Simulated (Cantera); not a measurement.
What does this Cantera script print?

```python
import numpy as np
import cantera as ct

gas_names = """
    B BH BH2 BH3 BO BO2 B2 B2O B2O2 B2O3 B3O3H3 H HBO HBO2 HO2 H2 H2O H2O2 H3B3O6 O OH O2 O3
""".split()
cond_names = """
    B(b) B(L) B2O3(L) B3O3H3(cr) H2O(s) H2O(L)
""".split()


# ... load() reads the species with a 1 bar reference pressure and builds the phases ...
atoms = {
    'B2H6': {'B': 2, 'H': 6},
    'O2': {'O': 2},
    'H2': {'H': 2},
}
top_T = {}  # K; cautious upper limits of use, not melting points


# ... equilibrate(T, P, feed) seeds the gas with the atoms and calls Mixture.equilibrate('TP', solver="vcs", rtol=1e-11, max_steps=5000) ...
results = []
feed = {'B2H6': 1, 'O2': 0.59, 'H2': 0.26}  # mol
P = 1000  # Pa
for T in [1023, 1123, 1223, 1323, 1423, 1523, 1623, 1723, 1823, 1923, 2023, 2123, 2223]:
    mix = equilibrate(T, P, feed)
    results.append((T, P, feed, dict(zip(mix.species_names, mix.species_moles))))

top = {s: max(r[3][s] / sum(r[3][g] for g in gas_names) for r in results) for s in gas_names}
cols = sorted((s for s in top if top[s] > 0.0001), key=lambda s: -top[s])[:5]
seen = [c for c in cond_names if any(r[3].get(c, 0) > 1e-12 for r in results)]
print("log10 of partial pressures in bar; condensed amounts in mol")
print(f"{'T/K':>10s}" + "".join(f"{s[:9]:>10s}" for s in cols + seen))
for T, P, feed, n in results:
    ng = sum(n[g] for g in gas_names)
    print(f"{T:10.4g}" + "".join(f"{np.log10(max(n[s] / ng * P / 1e5, 1e-99)):10.3f}" for s in cols)
          + "".join(f"{n.get(c, 0):10.4g}" for c in seen))
```

It prints:

```
log10 of partial pressures in bar; condensed amounts in mol
       T/K        H2       HBO        BO      B2O2         H      B(b)   B2O3(L)
      1023    -2.000    -6.794   -12.357    -9.880    -9.383     1.211    0.3913
      1123    -2.000    -5.847   -10.504    -8.222    -8.371     1.211     0.391
      1223    -2.001    -5.060    -8.961    -6.844    -7.522      1.21    0.3901
      1323    -2.002    -4.397    -7.656    -5.683    -6.801     1.206     0.386
      1423    -2.008    -3.833    -6.540    -4.691    -6.182     1.191    0.3685
      1523    -2.029    -3.355    -5.574    -3.834    -5.651     1.129    0.2933
      1623    -2.096    -2.989    -4.759    -3.144    -5.208     0.901         0
      1723    -2.103    -2.935    -4.333    -3.121    -4.790    0.8674         0
      1823    -2.109    -2.900    -3.969    -3.129    -4.418    0.8465         0
      1923    -2.116    -2.882    -3.656    -3.161    -4.084    0.8335         0
      2023    -2.126    -2.884    -3.390    -3.222    -3.784    0.8243         0
      2123    -2.138    -2.908    -3.171    -3.318    -3.514    0.8159         0
      2223    -2.156    -2.961    -3.000    -3.460    -3.272    0.8059         0
```

Cantera equilibrium calculation (NASA polynomials, part measured and part estimated; ideal gas, pure solids and liquids). The feed counts by its element totals alone. Mutual solubility and eutectic melting of coexisting phases are not modelled. The tables' values for BH2 are old estimates; treat these amounts as uncertain.
